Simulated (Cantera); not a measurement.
Cantera with NASA thermochemical tables; ideal gases at 1 bar, condensed phases pure. Values are per mole of reaction as written; species without (g) are pure solids or liquids, kept so even where they would boil at 1 bar.

Q: Between 1073 and 1323 K, where is each reaction favourable under standard conditions?
- 3 PbO + 3 Cl₂(g) = O₃(g) + 3 PbCl₂(g)
- 2 Cl(g) + PbF₂ = 2 F(g) + PbCl₂

A: 
- 3 PbO + 3 Cl₂(g) = O₃(g) + 3 PbCl₂(g): ΔG° is -40 kJ at 1073 K and -92 kJ at 1323 K; it stays negative (K > 1). ΔH° is 143 kJ and ΔS° 178 J/K at 1323 K.
- 2 Cl(g) + PbF₂ = 2 F(g) + PbCl₂: ΔG° is 218 kJ at 1073 K and 212 kJ at 1323 K; it stays positive (K < 1). ΔH° is 239 kJ and ΔS° 20 J/K at 1323 K.
